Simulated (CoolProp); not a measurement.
R21 at 298.15 K and 0.0881 MPa is compressed adiabatically to 0.424 MPa with isentropic efficiency 0.9. Each further row changes one setting.

The numbers come from the reference Helmholtz-energy equation of state, Platzer 1990 in CoolProp. This equation is an older, rougher fit.

```tsv
case	work (kJ/kg)	final temperature (K)	final density (kg/m³)
as stated	___	___	___
efficiency 1	___	___	15.1
efficiency 0.65	62.4	___	___
```

**Question.** What belongs in the gaps?

**Answer.** 
- as stated, work (kJ/kg): 45.1
- as stated, final temperature (K): 375.6
- as stated, final density (kg/m³): 14.8
- efficiency 1, work (kJ/kg): 40.6
- efficiency 1, final temperature (K): 369.2
- efficiency 0.65, final temperature (K): 399.9
- efficiency 0.65, final density (kg/m³): 13.7
